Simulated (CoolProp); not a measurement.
Model: reference Helmholtz-energy equation of state, Lemmon 2006, in CoolProp. It is a short technical equation, of lower accuracy than the large ones.

**Question.** For C2F6 (R116), give the phase and the density (kg/m³), cp (kJ/(kg K)), isothermal compressibility (1/MPa), Prandtl number at 303 K and 3.31 MPa; 364 K and 3.31 MPa.

**Answer.** 
- 303 K and 3.31 MPa: supercritical; density 354, cp 1.89, isothermal compressibility 0.861, Prandtl number 1.67
- 364 K and 3.31 MPa: supercritical; density 183, cp 0.993, isothermal compressibility 0.368, Prandtl number 0.921

Viscosity comes from a separate model (Huber 2003), an estimate that may be off by 10 % or more. Thermal conductivity comes from a separate model (Huber 2003), an estimate that may be off by 10 % or more.
